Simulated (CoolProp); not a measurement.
Vapour-liquid equilibrium of R1234ze(E) (1) + R227EA (2) at 93.3 kPa; x and y are mole fractions of (1).

The numbers come from the multi-fluid Helmholtz-energy mixture model, Thol 2016 and Lemmon 2016; pair parameters Bell 2023 in CoolProp.

### Question
Give the bubble temperature and the first vapour's composition at x = 0.575, 0.725, 0.8. Is there an azeotrope?

### Answer
x = 0.575: 252.9 K, y = 0.600; x = 0.725: 252.6 K, y = 0.740; x = 0.8: 252.5 K, y = 0.810. No azeotrope shows between x = 0.05 and 0.95.

Pair parameters are fitted to limited data, so mixtures are less certain than the pure fluids.
